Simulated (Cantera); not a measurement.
A closed system holds: 1 mol Si, 5.3 mol NF₃, 0.19 mol N₂, 1.9 mol Cl₂, equilibrated at 1025 K and 0.308 Torr.

Method: chemical equilibrium by Gibbs-energy minimisation in Cantera with the NASA 1993 tables (ideal gas, pure condensed phases). Candidate condensed phases: Si, Si₃N₄; 24 gas species. Kinetics and transport are ignored.

Base state: F 0.505, ClF 0.243, N₂ 0.182, SiF₄ 0.0639, F₂ 0.00669, Cl 0.000126, Cl₂ 2.07e-5 (mole fractions); condensed: gas only.

Question: What changes in the equilibrium state with this change: temperature from 1025 K to 1650 K?

Answer: 
| species | before | after |
|---|---|---|
| F | 0.505 | 0.608 |
| Cl | 0.000126 | 0.190 |
| N₂ | 0.182 | 0.146 |
| ClF | 0.243 | 0.00445 |
| SiF₄ | 0.0639 | 0.0514 |
| F₂ | 0.00669 | 6.02e-6 |
| Cl₂ | 2.07e-5 | 0.000687 |
